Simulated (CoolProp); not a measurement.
Properties of ammonia along the isotherm 430 K (Tc = 405.6 K, pc = 113.6 bar, ω = 0.256).

Values from CoolProp's reference Helmholtz-energy equation of state, Gao 2020.

```
p (bar)          phase  density (kg/m³)  conductivity (mW/(m K))  fugacity coefficient
-------  -------------  ---------------  -----------------------  --------------------
111                gas            83.88                     71.7                0.7226
222      supercritical            352.9                      215                0.4811
333      supercritical            417.9                      260                0.3673
444      supercritical            451.2                      290                0.3111
556      supercritical            474.7                      315                0.2787
667      supercritical            492.9                      336                0.2591
778      supercritical            508.0                      354                0.2469
889      supercritical            520.9                      371                0.2395
1000     supercritical            532.3                      387                0.2354
```

Thermal conductivity comes from a separate model (Tufeu 1984).
